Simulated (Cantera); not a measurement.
An isothermal, constant-pressure homogeneous reactor starts with 1.09 % H2, 98.7 % O2, 0.188 % H2O, equivalence ratio 0.0055, at 1225 K and 0.0190 bar.

Detailed kinetics in Cantera: GRI-Mech 3.0 (53 species, 325 reactions). Radical loss at walls, strong at low pressure, is not modelled.

x: mole fraction; the columns are a selection and need not sum to one.

```json
[
 {"t (s)": "0.000400", "x H2": "0.0109", "x O2": "0.987", "x H": "2.54e-9", "x OH": "1.26e-8", "x O": "1.60e-8", "x H2O": "0.00188", "x HO2": "8.98e-9"},
 {"t (s)": "0.00113", "x H2": "0.0109", "x O2": "0.987", "x H": "2.80e-8", "x OH": "1.67e-7", "x O": "2.32e-7", "x H2O": "0.00188", "x HO2": "2.62e-8"},
 {"t (s)": "0.00321", "x H2": "0.0106", "x O2": "0.987", "x H": "?", "x OH": "?", "x O": "?", "x H2O": "?", "x HO2": "?"},
 {"t (s)": "0.00907", "x H2": "6.74e-5", "x O2": "0.978", "x H": "0.000499", "x OH": "0.00101", "x O": "0.00875", "x H2O": "0.0119", "x HO2": "1.37e-6"},
 {"t (s)": "0.0257", "x H2": "4.72e-5", "x O2": "0.979", "x H": "0.000364", "x OH": "0.000891", "x O": "0.00727", "x H2O": "0.0121", "x HO2": "1.23e-6"},
 {"t (s)": "0.0727", "x H2": "?", "x O2": "0.982", "x H": "?", "x OH": "?", "x O": "?", "x H2O": "0.0123", "x HO2": "?"},
 {"t (s)": "0.206", "x H2": "1.18e-5", "x O2": "0.985", "x H": "4.44e-5", "x OH": "0.000447", "x O": "0.00178", "x H2O": "0.0125", "x HO2": "6.11e-7"},
 {"t (s)": "0.583", "x H2": "2.78e-6", "x O2": "0.987", "x H": "5.09e-6", "x OH": "0.000218", "x O": "0.000418", "x H2O": "0.0127", "x HO2": "2.57e-7"},
 {"t (s)": "1.65", "x H2": "5.01e-7", "x O2": "0.987", "x H": "3.91e-7", "x OH": "9.31e-5", "x O": "7.53e-5", "x H2O": "0.0128", "x HO2": "7.64e-8"},
 {"t (s)": "4.67", "x H2": "9.13e-8", "x O2": "0.987", "x H": "3.08e-8", "x OH": "3.99e-5", "x O": "1.38e-5", "x H2O": "0.0128", "x HO2": "1.98e-8"},
 {"t (s)": "13.2", "x H2": "1.97e-8", "x O2": "0.987", "x H": "3.10e-9", "x OH": "1.86e-5", "x O": "2.99e-6", "x H2O": "0.0128", "x HO2": "6.96e-9"},
 {"t (s)": "37.4", "x H2": "5.30e-9", "x O2": "0.987", "x H": "4.38e-10", "x OH": "9.69e-6", "x O": "8.10e-7", "x H2O": "0.0128", "x HO2": "5.71e-9"},
 {"t (s)": "106", "x H2": "2.29e-9", "x O2": "0.987", "x H": "1.25e-10", "x OH": "6.38e-6", "x O": "3.51e-7", "x H2O": "0.0128", "x HO2": "7.10e-9"},
 {"t (s)": "300", "x H2": "1.99e-9", "x O2": "0.987", "x H": "1.02e-10", "x OH": "5.95e-6", "x O": "3.05e-7", "x H2O": "0.0128", "x HO2": "7.47e-9"}
]
```

Question: What belongs in the gaps?

Answer: 
- 0.00321, x H: 1.85e-5
- 0.00321, x OH: 0.000109
- 0.00321, x O: 0.000154
- 0.00321, x H2O: 0.00205
- 0.00321, x HO2: 5.78e-7
- 0.0727, x H2: 2.99e-5
- 0.0727, x H: 0.000181
- 0.0727, x OH: 0.000711
- 0.0727, x O: 0.00456
- 0.0727, x HO2: 9.91e-7
